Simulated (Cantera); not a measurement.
A perfectly stirred reactor is fed with 0.763 % C2H6, 99.2 % N2, at 0.0263 atm; it is held at 1800 K, and followed from long to short residence time.

Cantera simulation using GRI-Mech 3.0 (53 species, 325 reactions); the numbers are that mechanism's predictions, not measurements. GRI-Mech 3.0 stops at C3 and has no aromatics, soot or wall deposition, so with more carbon than oxygen in the feed, carbon stays in small species such as C2H2 where larger ones or solid carbon would form. Radical loss at walls, strong at low pressure, is not modelled.

One state of this run: x C2H6 = 0.000577; x CH3 = 0.00247; x H2 = 0.00798; x H = 0.000635; x C2H4 = 0.00159; x C2H = 2.47e-6; x C2H2 = 0.00355. x: mole fraction; the columns are a selection and need not sum to one.

Question: Which value of τ (s) does it belong to?
(A) 0.16
(B) 0.39
(C) 0.069
(D) 0.0022

Answer: D, 0.0022
